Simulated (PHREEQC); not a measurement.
Make-up at 20 °C: 0.96 mmol/kgw Na2HAsO4, 0.0011 mmol/kgw H3PO4 and 0.14 mmol/kgw NaCl. Closed to the air; pH follows from the charge balance.

Model: ion-association model, wateq4f.dat, run in PHREEQC.

The ionic strength comes out as 0.00301 mol/kgw. What activity coefficients do HPO4-2, H2AsO4-, HAsO4-2, Cl-, AsO4-3 get?

HPO4-2 0.79, H2AsO4- 0.94, HAsO4-2 0.79, Cl- 0.94, AsO4-3 0.58.

This is a speciation only: nothing precipitates in the calculation. Species that the database lacks are ignored. H3PO4, which wateq4f.dat lacks, is added to it with the constant of phreeqc.dat.
